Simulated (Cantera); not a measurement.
A perfectly stirred reactor is fed with CH3OH : O2 : N2 = 1 : 3.19 : 12 (molar parts), equivalence ratio 0.47, at 1.28 atm; it is adiabatic with a 500 K inlet, and is followed from long to short residence time, starting on the burning branch (τ in s: 0.029, 0.0093, 0.003, 0.00097, 0.00031, 0.0001, 3.3e-05, 1.1e-05, 3.4e-06).

Cantera simulation using GRI-Mech 3.0 (53 species, 325 reactions); the numbers are that mechanism's predictions, not measurements. GRI-Mech 3.0 was tuned for natural gas; its chemistry of methanol as a main component is partial and can be far from experiment.

### Question
Predict: blow-out, bracketed by the residence times tried; x(CH3OH) at τ = 29.0 ms; x(O2) at τ = 29.0 ms; x(HO2) at τ = 29.0 ms; x(CO) at τ = 29.0 ms; x(CH3OH) at τ = 0.310 ms; x(O2) at τ = 0.310 ms.

### Answer
```
Property                                                                       Result
------------------------------------------------  -----------------------------------
blow-out, bracketed by the residence times tried  burning at 3.00 ms, out at 0.970 ms
x(CH3OH) at τ = 29.0 ms                                                       1.31e-5
x(O2) at τ = 29.0 ms                                                            0.101
x(HO2) at τ = 29.0 ms                                                         7.87e-6
x(CO) at τ = 29.0 ms                                                         0.000732
x(CH3OH) at τ = 0.310 ms                                                       0.0618
x(O2) at τ = 0.310 ms                                                           0.197
```
